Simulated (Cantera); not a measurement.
An isothermal, constant-pressure homogeneous reactor starts with 69.4 % NO, 30.6 % N2, at 1650 K and 0.0138 atm.

Detailed kinetics in Cantera: GRI-Mech 3.0 (53 species, 325 reactions). Radical loss at walls, strong at low pressure, is not modelled.

x: mole fraction; the columns are a selection and need not sum to one.

| t (s) | x NO | x NO2 | x N2O | x O | x N2 | x O2 |
|---|---|---|---|---|---|---|
| 0.000900 | 0.694 | 3.23e-9 | ___ | 3.22e-7 | 0.306 | 2.77e-10 |
| 0.00286 | 0.694 | 3.20e-8 | ___ | 1.00e-6 | 0.306 | 2.77e-9 |
| 0.00909 | 0.694 | 3.05e-7 | ___ | 3.00e-6 | 0.306 | 2.78e-8 |
| 0.0289 | 0.694 | 2.53e-6 | ___ | 8.03e-6 | 0.306 | 3.14e-7 |
| 0.0917 | 0.694 | 1.36e-5 | ___ | 1.62e-5 | 0.306 | 4.92e-6 |
| 0.292 | 0.694 | 2.70e-5 | ___ | 2.09e-5 | 0.306 | 5.08e-5 |
| 0.926 | 0.694 | 3.07e-5 | ___ | 2.46e-5 | 0.306 | 0.000267 |
| 2.94 | 0.692 | 3.40e-5 | 0.000159 | 2.66e-5 | 0.307 | 0.00106 |
| 9.35 | 0.687 | 4.22e-5 | 0.000155 | 2.93e-5 | 0.309 | 0.00360 |
| 29.7 | 0.671 | 6.22e-5 | 0.000145 | 3.62e-5 | 0.317 | 0.0116 |
| 94.4 | 0.622 | 9.94e-5 | ___ | 5.08e-5 | 0.341 | 0.0359 |
| 300 | 0.494 | 0.000136 | ___ | 7.55e-5 | 0.406 | 0.100 |

Task: Some entries are withheld; supply them.

Result: 
- 0.000900, x N2O: 3.24e-7
- 0.00286, x N2O: 1.03e-6
- 0.00909, x N2O: 3.25e-6
- 0.0289, x N2O: 1.01e-5
- 0.0917, x N2O: 3.00e-5
- 0.292, x N2O: 7.76e-5
- 0.926, x N2O: 0.000141
- 94.4, x N2O: 0.000119
- 300, x N2O: 6.92e-5
